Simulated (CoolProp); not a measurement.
Aqueous potassium carbonate as a coolant, 25 % by mass, freezing at -12.8 °C, 1 atm.

Model: Melinder's fits for secondary coolants, in CoolProp.

| T (°C) | density (kg/m³) | viscosity (mPa s) | cp (kJ/(kg K)) | conductivity (W/(m K)) |
|---|---|---|---|---|
| -4.5 | 1253 | 3.85 | 3.087 | 0.534 |
| 1 | 1251 | 3.27 | 3.095 | 0.543 |
| 6.5 | 1249 | 2.82 | 3.103 | 0.552 |
| 12 | 1247 | 2.46 | 3.111 | 0.561 |
| 17.5 | 1245 | 2.17 | 3.120 | 0.570 |
| 23 | 1242 | 1.93 | 3.128 | 0.579 |
| 28.5 | 1239 | 1.73 | 3.136 | 0.588 |
| 34 | 1236 | 1.56 | 3.144 | 0.598 |
| 39.5 | 1233 | 1.40 | 3.152 | 0.607 |
